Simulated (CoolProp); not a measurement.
Saturation properties of R115 (Tc = 353.1 K, pc = 3.129 MPa, ω = 0.248).

Computed with CoolProp (reference Helmholtz-energy equation of state, Lemmon 2016).

```tsv
T (K)	p (MPa)	liquid density (kg/m³)	enthalpy of vaporisation (kJ/kg)	liquid cp (kJ/(kg K))	vapour Z
245.6	0.1659	1505	120.8	0.9563	0.9390
248.7	0.1875	1494	119.5	0.9626	0.9334
251.9	0.2119	1482	118.2	0.9694	0.9273
255.1	0.2387	1470	116.8	0.9765	0.9209
258.3	0.2680	1458	115.4	0.9838	0.9141
261.5	0.2999	1445	113.9	0.9914	0.9069
264.6	0.3335	1433	112.5	0.9990	0.8996
267.8	0.3711	1420	111.0	1.007	0.8917
271	0.4118	1407	109.4	1.016	0.8834
```

It boils at 233.9 K under 1 atm.
